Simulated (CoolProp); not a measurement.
Propane at several states: fugacity coefficient from the reference equation and from simpler models built on Tc = 369.9 K, pc = 42.51 bar, ω = 0.152; each cubic takes its own stable root.

Model: reference Helmholtz-energy equation of state, Lemmon 2009, in CoolProp.

```tsv
T (K)	p (bar)	phase	reference
207.5	0.137	gas	0.9931
170.1	51.3	liquid	0.0005535
124.2	0.37	liquid	0.0001764
287.2	5.36	gas	0.9051
94.3	0.391	liquid	1.108e-7
389.7	35	gas	0.7718
```

Question: How far does each simpler model (van der Waals, Soave-Redlich-Kwong) lie from the reference over these 6 states: mean and median of the absolute difference, and the worst?

Answer: 
- van der Waals: mean 739886.5 %, median 1601.0 %, worst +4368131.0 % at 94.3 K and 0.391 bar
- Soave-Redlich-Kwong: mean 1.4 %, median 1.2 %, worst -3.5 % at 124.2 K and 0.37 bar
